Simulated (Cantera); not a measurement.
Input: 1 mol Cr, 0.59 mol H2O, 6.7 mol H2, at 13.3 mbar.

Method: chemical equilibrium by Gibbs-energy minimisation in Cantera with the NASA 1993 tables (ideal gas, pure condensed phases). Candidate condensed phases: Cr, Cr2O3, H2O; 13 gas species. Mutual solubility and eutectic melting of coexisting phases are not modelled. Rates play no part.

Which condensed phases are stable at each of these points (T (K)): 1775, 1800, 1825, 1850, 1875, 1900, 1925, 1950, 1975, 2000, 2025, 2050?


```tsv
T (K)	condensed phases	Cr condensed (%)
1775	Cr(s) + Cr2O3(s)	96.4
1800	Cr(s) + Cr2O3(s)	94.9
1825	Cr(s) + Cr2O3(s)	92.7
1850	Cr(s) + Cr2O3(s)	89.8
1875	Cr(s) + Cr2O3(s)	85.7
1900	Cr(s) + Cr2O3(s)	80.2
1925	Cr(s) + Cr2O3(s)	72.7
1950	Cr(s) + Cr2O3(s)	62.6
1975	Cr(s) + Cr2O3(s)	48.9
2000	Cr2O3(s)	31.7
2025	Cr2O3(s)	29.4
2050	Cr2O3(s)	26.6
```

From 1775 K to 1975 K the condensed part is Cr(s) + Cr2O3(s). From 2000 K to 2050 K the condensed part is Cr2O3(s).
